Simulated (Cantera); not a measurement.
# Reactions in the system C-H

Standard-state values (1 bar) from the NASA 1993 polynomials, evaluated with Cantera. Values are per mole of reaction as written; species without (g) are pure solids or liquids, kept so even where they would boil at 1 bar.

C2H2(g) + 4 H(g) ⇌ C2H6(g)

| T (K) | ΔH° (kJ) | ΔS° (J/K) | ΔG° (kJ) | log10 K |
|---|---|---|---|---|
| 1125 | -1222.3 | -499.9 | -659.9 | 30.64 |
| 1175 | -1223.5 | -500.9 | -634.9 | 28.23 |
| 1225 | -1224.5 | -501.8 | -609.9 | 26.00 |
| 1275 | -1225.5 | -502.6 | -584.7 | 23.96 |
| 1325 | -1226.5 | -503.3 | -559.6 | 22.06 |
| 1375 | -1227.3 | -504.0 | -534.4 | 20.30 |
| 1425 | -1228.2 | -504.5 | -509.2 | 18.66 |
| 1475 | -1228.9 | -505.0 | -484.0 | 17.14 |
| 1525 | -1229.6 | -505.5 | -458.7 | 15.71 |
| 1575 | -1230.2 | -505.9 | -433.4 | 14.37 |
| 1625 | -1230.8 | -506.3 | -408.1 | 13.12 |

3 C2H2(g) ⇌ C6H6(g)

```csv
T (K),ΔH° (kJ),ΔS° (J/K),ΔG° (kJ),log10 K
1125,-611.1,-358.0,-208.3,9.67
1175,-610.6,-357.6,-190.4,8.46
1225,-610.1,-357.2,-172.5,7.36
1275,-609.5,-356.7,-154.7,6.34
1325,-608.9,-356.3,-136.9,5.39
1375,-608.3,-355.8,-119.1,4.52
1425,-607.7,-355.4,-101.3,3.71
1475,-607.1,-354.9,-83.5,2.96
1525,-606.4,-354.5,-65.8,2.25
1575,-605.7,-354.1,-48.1,1.59
1625,-605.0,-353.6,-30.4,0.98
```

4 CH3(g) + 2 C ⇌ 3 C2H4(g)

| T (K) | ΔH° (kJ) | ΔS° (J/K) | ΔG° (kJ) | log10 K |
|---|---|---|---|---|
| 1125 | -439.5 | -151.9 | -268.6 | 12.47 |
| 1175 | -439.2 | -151.7 | -261.0 | 11.60 |
| 1225 | -438.9 | -151.4 | -253.4 | 10.81 |
| 1275 | -438.6 | -151.2 | -245.8 | 10.07 |
| 1325 | -438.2 | -150.9 | -238.3 | 9.39 |
| 1375 | -437.8 | -150.6 | -230.8 | 8.77 |
| 1425 | -437.4 | -150.3 | -223.2 | 8.18 |
| 1475 | -437.0 | -150.0 | -215.7 | 7.64 |
| 1525 | -436.5 | -149.7 | -208.2 | 7.13 |
| 1575 | -436.0 | -149.4 | -200.8 | 6.66 |
| 1625 | -435.5 | -149.1 | -193.3 | 6.21 |
